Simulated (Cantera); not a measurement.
A closed system holds: 1 mol LiOH, 0.2 mol H2, equilibrated at 1950 K and 1.60 mbar.

Method: chemical equilibrium by Gibbs-energy minimisation in Cantera with the NASA 1993 tables (ideal gas, pure condensed phases). Candidate condensed phases: H2O, Li, LiH, LiOH, Li2O; 17 gas species. The numbers say what is thermodynamically allowed, not how fast it happens.

Base state: LiOH 0.521, H2O 0.210, Li 0.207, H2 0.0448, Li2O 0.00701, H 0.00607, OH 0.00258, O2 0.000526 (mole fractions); condensed: gas only.

What changes in the equilibrium state with this change: temperature from 1950 K to 998.15 K?


| species | before | after |
|---|---|---|
| H2O | 0.210 | 0.714 |
| H2 | 0.0448 | 0.286 |
| LiOH | 0.521 | 0.000438 |
| Li | 0.207 | 2.77e-8 |
| Li2O | 0.00701 | <1e-9 |
| OH | 0.00258 | <1e-9 |
| O2 | 0.000526 | <1e-9 |
| LiO | 0.000426 | <1e-9 |
| O | 0.000259 | <1e-9 |
| Li2O(s), mol | 0 | 0.500 |

What changes in the equilibrium state with this change: H2 from 0.2 to 9.1 mol?


```csv
species,before,after
H2,0.0448,0.803
Li,0.207,0.0770
H2O,0.210,0.0769
LiOH,0.521,0.0168
H,0.00607,0.0257
O2,0.000526,2.20e-7
Li2O,0.00701,1.99e-5
LiO,0.000426,3.24e-6
```

What changes in the equilibrium state with this change: H2 from 0.2 to 0.086 mol?


| species | before | after |
|---|---|---|
| LiOH | 0.521 | 0.648 |
| Li | 0.207 | 0.158 |
| H2O | 0.210 | 0.154 |
| H2 | 0.0448 | 0.00907 |
| Li2O | 0.00701 | 0.0148 |
| O2 | 0.000526 | 0.00689 |
| Li2O2 | 1.44e-6 | 1.10e-5 |
| O | 0.000259 | 0.000937 |
